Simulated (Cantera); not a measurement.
**Silicon etching in halogen gases: Si + HCl + H2**

Input: 1 mol Si, 2 mol HCl, 38 mol H2, at 13.3 mbar.

These are equilibrium values from Cantera (NASA tables, ideal gas, pure condensed phases), not measurements of a reactor. Candidate condensed phases: Si; 19 gas species. The tables' values for SiCl3 are old estimates; treat these amounts as uncertain. Kinetics and transport are ignored.

From 900 K to 1300 K the condensed part is Si(s). The main Si-bearing gas is SiCl4 at 900 K and SiCl2 at 1300 K.

```tsv
T (K)	x H2	x HCl	x SiCl4	x SiCl2	x SiHCl3	x SiCl3	n Si(s)
900	0.981	0.00735	0.00828	7.49e-5	0.00314	0.000114	0.537
950	0.978	0.0117	0.00729	0.000214	0.00279	0.000216	0.580
1000	0.973	0.0173	0.00593	0.000525	0.00235	0.000358	0.633
1050	0.968	0.0239	0.00429	0.00110	0.00181	0.000510	0.690
1100	0.963	0.0303	0.00261	0.00194	0.00122	0.000603	0.743
1150	0.959	0.0353	0.00128	0.00286	0.000706	0.000579	0.781
1200	0.957	0.0382	0.000522	0.00361	0.000355	0.000463	0.801
1250	0.956	0.0395	0.000194	0.00411	0.000167	0.000334	0.807
1300	0.955	0.0399	7.20e-5	0.00444	7.86e-5	0.000232	0.807
```
x: gas mole fraction; n: condensed amount in mol.
